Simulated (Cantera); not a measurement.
Charge: 1 mol CCl4, 0.7 mol H2, at 2.10e-5 bar.

Cantera equilibrium calculation (NASA polynomials, part measured and part estimated; ideal gas, pure solids and liquids). Candidate condensed phases: C, C6H6, C7H8, C8H18; 103 gas species. Ions and electrons are included (thermal ionisation). Kinetics and transport are ignored. All values below are at 3250 K.

Base state: Cl 0.626, H 0.219, C 0.154, C2 0.000936, C3 6.26e-5, HCl 4.16e-5 (mole fractions); condensed: gas only.

Task: What changes in the equilibrium state with this change: pressure from 2.10e-5 bar to 1.00 bar?

Result: 
```
species            before     after
----------------  -------  --------
Cl                  0.626     0.667
HCl               4.16e-5     0.285
H                   0.219    0.0295
C                   0.154  0.000455
C2H2 (acetylene)    <1e-9   0.00103
C2HCl               <1e-9   0.00100
C(graphite), mol        0     0.919
```
The tables' values for CCl are old estimates; treat these amounts as uncertain.
